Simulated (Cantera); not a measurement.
A perfectly stirred reactor is fed with CO : H2 : CH4 : O2 : N2 = 1 : 0.032 : 0.18 : 0.547 : 2.06 (molar parts), at 2850 Torr; it is adiabatic with a 725 K inlet, and is followed from long to short residence time, starting on the burning branch (τ in s: 0.03, 0.014, 0.0071, 0.0035, 0.0017, 0.00084, 0.00041, 0.0002, 9.9e-05, 4.8e-05).

Cantera simulation using GRI-Mech 3.0 (53 species, 325 reactions); the numbers are that mechanism's predictions, not measurements.

Predict: blow-out, bracketed by the residence times tried; x(CO) at τ = 30.0 ms; x(H2) at τ = 30.0 ms; x(CH4) at τ = 30.0 ms; x(CH3) at τ = 30.0 ms; x(HCO) at τ = 30.0 ms; x(CO) at τ = 0.840 ms; x(H2) at τ = 0.840 ms; x(CH4) at τ = 0.840 ms; x(CH3) at τ = 0.840 ms; x(HCO) at τ = 0.840 ms.


```json
{
 "blow_out_bracketed_by_the_residence_times_tried": "burning at 48.0 µs, the shortest tried",
 "x(CO) at τ = 30.0 ms": "0.166",
 "x(H2) at τ = 30.0 ms": "0.0158",
 "x(CH4) at τ = 30.0 ms": "2.47e-6",
 "x(CH3) at τ = 30.0 ms": "1.97e-6",
 "x(HCO) at τ = 30.0 ms": "1.69e-7",
 "x(CO) at τ = 0.840 ms": "0.170",
 "x(H2) at τ = 0.840 ms": "0.0162",
 "x(CH4) at τ = 0.840 ms": "2.19e-5",
 "x(CH3) at τ = 0.840 ms": "1.62e-5",
 "x(HCO) at τ = 0.840 ms": "9.50e-7"
}
```
